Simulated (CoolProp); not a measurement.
Vapour-liquid equilibrium of cyclohexane (1) + p-xylene (2) at 30.75 °C; x and y are mole fractions of (1).

Values from CoolProp's multi-fluid Helmholtz-energy mixture model, Zhou 2014 and Zhou 2012; pair parameters Bell 2016.

```json
[
 {"x": "0.05", "bubble pressure, mixture model (kPa)": "2.764", "bubble pressure, Raoult's law (kPa)": "2.384", "y, mixture model": "0.440", "y, Raoult's law": "0.352"},
 {"x": "0.15", "bubble pressure, mixture model (kPa)": "4.816", "bubble pressure, Raoult's law (kPa)": "3.899", "y, mixture model": "0.709", "y, Raoult's law": "0.645"},
 {"x": "0.25", "bubble pressure, mixture model (kPa)": "6.613", "bubble pressure, Raoult's law (kPa)": "5.414", "y, mixture model": "0.810", "y, Raoult's law": "0.775"},
 {"x": "0.35", "bubble pressure, mixture model (kPa)": "8.205", "bubble pressure, Raoult's law (kPa)": "6.928", "y, mixture model": "0.864", "y, Raoult's law": "0.847"},
 {"x": "0.45", "bubble pressure, mixture model (kPa)": "9.641", "bubble pressure, Raoult's law (kPa)": "8.443", "y, mixture model": "0.898", "y, Raoult's law": "0.894"},
 {"x": "0.55", "bubble pressure, mixture model (kPa)": "10.97", "bubble pressure, Raoult's law (kPa)": "9.958", "y, mixture model": "0.923", "y, Raoult's law": "0.926"},
 {"x": "0.65", "bubble pressure, mixture model (kPa)": "12.23", "bubble pressure, Raoult's law (kPa)": "11.47", "y, mixture model": "0.943", "y, Raoult's law": "0.950"},
 {"x": "0.75", "bubble pressure, mixture model (kPa)": "13.48", "bubble pressure, Raoult's law (kPa)": "12.99", "y, mixture model": "0.961", "y, Raoult's law": "0.969"},
 {"x": "0.85", "bubble pressure, mixture model (kPa)": "14.75", "bubble pressure, Raoult's law (kPa)": "14.50", "y, mixture model": "0.977", "y, Raoult's law": "0.983"},
 {"x": "0.95", "bubble pressure, mixture model (kPa)": "16.07", "bubble pressure, Raoult's law (kPa)": "16.02", "y, mixture model": "0.992", "y, Raoult's law": "0.995"}
]
```

The largest gap from Raoult's law is +23.5 % in bubble pressure, at x = 0.15. No azeotrope shows between x = 0.05 and 0.95.

Pair parameters are fitted to limited data, so mixtures are less certain than the pure fluids.
